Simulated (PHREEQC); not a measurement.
Make-up at 20 °C: 0.002 mol K2CO3 and 0.23 mol Fe(NO3)3 per kg of water. Closed to the air; pH follows from the charge balance.

Model: ion-association model, phreeqc.dat, run in PHREEQC.

Precipitation was switched off in this run.

Problem. Order these Fe species by the share of Fe that they hold, largest first: Fe+3, FeOH+2, Fe3(OH)4+5, Fe2(OH)2+4.

Solution. Fe+3 (87 %), FeOH+2 (8.9 %), Fe2(OH)2+4 (3.6 %), Fe3(OH)4+5 (0.33 %)

The pH is 1.72 and the ionic strength 1.34 mol/kgw. Saturation is exceeded, for instance for Hematite (slow to form), Goethite (slow to form); the values hold only as long as no solid forms. The ionic strength is past about 0.7 mol/kgw, beyond the range of this activity model, so the values are rough.
